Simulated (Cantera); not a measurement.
Charge: 1 mol borazine, 5.6 mol O2, 1.9 mol N2, at 2075 °C and 4.50 mbar.

These are equilibrium values from Cantera (NASA tables, ideal gas, pure condensed phases), not measurements of a reactor. The feed counts by its element totals alone. Kinetics and transport are ignored.

```
species         before     after
------------  --------  --------
N2               0.320     0.412
H2O              0.154     0.363
O2               0.146     0.224
HBO2             0.169   7.46e-5
BO2             0.0504     <1e-9
O               0.0373     <1e-9
B2O3            0.0310     <1e-9
H               0.0235     <1e-9
H2              0.0163     <1e-9
OH              0.0382   2.95e-7
(HBO2)3          <1e-9  0.000537
BO             0.00433     <1e-9
HBO           0.000278     <1e-9
NO             0.00920   1.28e-5
B2O3(l), mol         0      1.49
```
Gas species are given as mole fractions.

Q: Name the change that produced these shifts.
(A) O2 from 5.6 to 3 mol
(B) pressure from 4.50 mbar to 0.100 bar
(C) pressure from 4.50 mbar to 12.0 Pa
(D) temperature from 2075 °C to 675 °C

A: D, temperature from 2075 °C to 675 °C. Gases not in the tables: H3BO3
